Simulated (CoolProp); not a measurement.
A single-stage vapour-compression cycle with R142b: evaporating at 244.15 K (dew point), condensing at 269.15 K (bubble point), superheat 2 K, subcooling 5 K, compressor efficiency 0.9, no pressure losses. Each further row changes one setting.

The numbers come from the reference Helmholtz-energy equation of state, Lemmon 2006 in CoolProp. It is a short technical equation, of lower accuracy than the large ones.

```csv
case,cooling COP,pressure ratio,discharge temperature (K),refrigerating effect (kJ/kg),volumetric capacity (kJ/m³)
as stated,8.33,2.96,281.4,211,445
evaporating temperature 249.15 K,…,2.34,278.9,…,…
condensing temperature 264.15 K,…,…,274.8,218,458
subcooling 10 K,8.58,2.96,281.4,218,458
superheat 12 K,8.28,2.96,…,219,441
compressor efficiency 0.8,7.41,2.96,285.1,211,445
```

Q: Complete the blanks.

A: 
- evaporating temperature 249.15 K, cooling COP: 10.8
- evaporating temperature 249.15 K, refrigerating effect (kJ/kg): 215
- evaporating temperature 249.15 K, volumetric capacity (kJ/m³): 564
- condensing temperature 264.15 K, cooling COP: 10.6
- condensing temperature 264.15 K, pressure ratio: 2.43
- superheat 12 K, discharge temperature (K): 291.7
